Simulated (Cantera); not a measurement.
Hydrocarbon pyrolysis for carbon deposition

An isothermal, constant-pressure homogeneous reactor starts with 2.00 % CH4, 98.0 % N2, at 1648 K and 410 Pa.

Computed with Cantera and GRI-Mech 3.0 (53 species, 325 reactions). GRI-Mech 3.0 stops at C3 and has no aromatics, soot or wall deposition, so with more carbon than oxygen in the feed, carbon stays in small species such as C2H2 where larger ones or solid carbon would form. Radical loss at walls, strong at low pressure, is not modelled.

| t (s) | x CH4 | x H | x HCN | x C2H4 | x CH3 | x C2H |
|---|---|---|---|---|---|---|
| 1.00e-5 | 0.0200 | 3.96e-9 | <1e-12 | <1e-12 | 4.05e-9 | <1e-12 |
| 2.59e-5 | 0.0200 | 1.00e-8 | <1e-12 | <1e-12 | 1.07e-8 | <1e-12 |
| 6.69e-5 | 0.0200 | 2.48e-8 | <1e-12 | <1e-12 | 2.88e-8 | <1e-12 |
| 0.000173 | 0.0200 | 5.69e-8 | <1e-12 | <1e-12 | 8.16e-8 | <1e-12 |
| 0.000448 | 0.0200 | 1.11e-7 | <1e-12 | <1e-12 | 2.48e-7 | <1e-12 |
| 0.00116 | 0.0200 | 1.59e-7 | <1e-12 | 2.33e-12 | 7.68e-7 | <1e-12 |
| 0.00299 | 0.0200 | 1.70e-7 | <1e-12 | 6.67e-11 | 2.23e-6 | <1e-12 |
| 0.00775 | 0.0200 | 1.71e-7 | <1e-12 | 1.45e-9 | 6.03e-6 | <1e-12 |
| 0.0200 | 0.0200 | 1.74e-7 | <1e-12 | 2.71e-8 | 1.59e-5 | <1e-12 |
| 0.0518 | 0.0200 | 1.97e-7 | 1.96e-12 | 4.75e-7 | 4.12e-5 | <1e-12 |
| 0.134 | 0.0199 | 3.52e-7 | 2.47e-11 | 7.87e-6 | 0.000106 | 9.63e-12 |
| 0.347 | 0.0194 | 1.52e-6 | 7.09e-10 | 0.000113 | 0.000263 | 4.45e-10 |
| 0.897 | 0.0161 | 1.07e-5 | 4.38e-8 | 0.000722 | 0.000464 | 9.76e-9 |
| 2.32 | 0.00811 | 3.44e-5 | 6.86e-7 | 0.000266 | 0.000302 | 4.75e-8 |
| 6.00 | 0.00271 | 6.14e-5 | 2.90e-6 | 3.30e-5 | 0.000130 | 8.80e-8 |
x: mole fraction; the columns are a selection and need not sum to one.

Equilibrium at this temperature and pressure: CH4 1.32e-7, H 0.000240, HCN 0.0175, C2H4 9.17e-9, CH3 2.19e-8, C2H 3.68e-8 (gas phase only).
